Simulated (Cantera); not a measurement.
An adiabatic, constant-pressure homogeneous reactor starts with 7.29 % CO, 7.14 % H2, 17.2 % O2, 64.6 % N2, 3.79 % H2O, equivalence ratio 0.42, at 1025 K and 4.93 atm.

Cantera simulation using GRI-Mech 3.0 (53 species, 325 reactions); the numbers are that mechanism's predictions, not measurements. The hydrogen kinetics of GRI-Mech 3.0 are dated; newer H2 mechanisms differ, most at raised pressure.

Q: Predict: time of steepest temperature rise; temperature at 2.00 s; equilibrium temperature; x(CO) at 2.00 s; x(H2) at 2.00 s; x(O2) at 2.00 s; x(H2O2) at 2.00 s; x(CO2) at 2.00 s; x(OH) at 2.00 s.

A: 
```json
{
  "time_of_steepest_temperature_rise": "5.73 ms",
  "temperature at 2.00 s": "2076 K",
  "equilibrium_temperature": "2076 K",
  "x(CO) at 2.00 s": "0.000265 (gas-phase equilibrium 0.000265)",
  "x(H2) at 2.00 s": "8.16e-5 (gas-phase equilibrium 8.15e-5)",
  "x(O2) at 2.00 s": "0.104 (gas-phase equilibrium 0.104)",
  "x(H2O2) at 2.00 s": "1.99e-7 (gas-phase equilibrium 1.99e-7)",
  "x(CO2) at 2.00 s": "0.0782 (gas-phase equilibrium 0.0782)",
  "x(OH) at 2.00 s": "0.00178 (gas-phase equilibrium 0.00178)"
}
```
